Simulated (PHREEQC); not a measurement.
0.19 g of hydrous ferric oxide (600 m²/g; 0.2 weak and 0.005 strong sites per Fe, Dzombak-Morel constants, diffuse double layer) in 1 kg of water with 0.01 mol/kgw of an inert sodium salt, at 25 °C; the pH is set by adding NaOH or the inert anion's acid. O2 is buffered at 0.21 atm. The system is closed to CO2. Nothing may precipitate in this run.

Equilibrium calculation in PHREEQC: ion-association model, wateq4f.dat.

```csv
pH,surface charge σ (C/m²),surface potential ψ (mV)
3,0.325,203
3.67,0.256,[?]
4.33,0.179,175
5,0.113,152
5.67,0.066,125
6.33,0.036,95
7,0.017,61
7.67,[?],24
8.33,-0.003,-12
9,-0.013,[?]
9.67,-0.029,-84
10.33,-0.055,[?]
11,-0.099,-143
```

**Question.** Fill in the missing entries.

**Answer.** 
- 3.67, surface potential ψ (mV): 193
- 7.67, surface charge σ (C/m²): 0.006
- 9, surface potential ψ (mV): -49
- 10.33, surface potential ψ (mV): -115

Complexes and solids missing from the database can't appear. The oxide is taken as insoluble; below pH 4 it would dissolve.
